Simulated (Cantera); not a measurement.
A Cantera script and its output.

```python
import numpy as np
import cantera as ct

gas = ct.Solution("gri30.yaml", transport_model="mixture-averaged")
show = ['NO', 'OH', 'N2']

rows = []
print(f"{'T/K':>7s}{'rho':>11s}{'cp':>10s}{'mu':>11s}{'lambda':>11s}{'Pr':>7s}" + "".join(f"{'D_' + s:>11s}" for s in show))
for T in [400, 550, 700, 850, 1000, 1150, 1300, 1450, 1600]:
    gas.TPX = T, 160000, {'CO2': 0.84, 'C2H2': 0.13}
    Pr = gas.cp_mass * gas.viscosity / gas.thermal_conductivity
    D = [gas.mix_diff_coeffs_mole[gas.species_index(s)] for s in show]
    rows.append([gas.density, gas.cp_mass, gas.viscosity, gas.thermal_conductivity, Pr, *D])
    print(f"{T:7g}{gas.density:11.4e}{gas.cp_mass:10.1f}{gas.viscosity:11.4e}"
          f"{gas.thermal_conductivity:11.4e}{Pr:7.3f}" + "".join(f"{d:11.4e}" for d in D))
print("SI units: kg/m3, J/kg/K, Pa s, W/m/K, m2/s")
```

Output:

```
    T/K        rho        cp         mu     lambda     Pr       D_NO       D_OH       D_N2
    400 2.0014e+00    1021.2 1.9035e-05 2.6536e-02  0.733 1.6649e-05 2.6380e-05 1.6987e-05
    550 1.4555e+00    1140.8 2.4994e-05 3.8900e-02  0.733 2.9209e-05 4.6067e-05 2.9803e-05
    700 1.1436e+00    1228.6 3.0253e-05 5.0730e-02  0.733 4.4305e-05 6.9692e-05 4.5206e-05
    850 9.4181e-01    1295.5 3.5009e-05 6.1918e-02  0.732 6.1701e-05 9.6899e-05 6.2955e-05
   1000 8.0054e-01    1349.5 3.9386e-05 7.2489e-02  0.733 8.1228e-05 1.2743e-04 8.2880e-05
   1150 6.9612e-01    1390.9 4.3467e-05 8.2498e-02  0.733 1.0276e-04 1.6110e-04 1.0485e-04
   1300 6.1580e-01    1424.8 4.7310e-05 9.2005e-02  0.733 1.2620e-04 1.9774e-04 1.2876e-04
   1450 5.5210e-01    1452.5 5.0959e-05 1.0107e-01  0.732 1.5146e-04 2.3723e-04 1.5454e-04
   1600 5.0034e-01    1475.1 5.4446e-05 1.0973e-01  0.732 1.7847e-04 2.7948e-04 1.8210e-04
SI units: kg/m3, J/kg/K, Pa s, W/m/K, m2/s
```

Computed with Cantera and GRI-Mech 3.0 (53 species, 325 reactions). The composition is frozen, though it would react at the higher temperatures.
